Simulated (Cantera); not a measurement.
Charge: 1 mol Fe₂O₃, 2.1 mol C, 1.4 mol CO, equilibrated at 2573 K and 13.5 Torr.

Equilibrium computed with Cantera from the NASA thermochemical tables; the gas is ideal and each condensed phase is pure. Candidate condensed phases: C, Fe, Fe(CO)₅, FeO, Fe₂O₃, Fe₃O₄; 15 gas species. Equilibrium is a limit: real reactors are often held back by kinetics, nucleation or transport.

Base state: CO 0.516, Fe 0.331, CO₂ 0.108, FeO 0.0255, O 0.0128, O₂ 0.00702 (mole fractions); condensed: gas only.

**Question.** What changes in the equilibrium state with this change: Fe₂O₃ replaced by SiO₂?

**Answer.** 
| species | before | after |
|---|---|---|
| CO | 0.516 | 0.780 |
| Si | 0 | 0.145 |
| SiO | 0 | 0.0349 |
| Fe | 0.331 | 0 |
| FeO | 0.0255 | 0 |
| SiC₂ | 0 | 0.0200 |
| Si₂C | 0 | 0.0187 |
| O | 0.0128 | 4.16e-9 |
| CO₂ | 0.108 | 5.29e-8 |
| O₂ | 0.00702 | <1e-9 |
| Si₂ | 0 | 0.00138 |
| Si₃ | 0 | 7.49e-5 |
Further candidate phases: Si, SiC, SiO₂.
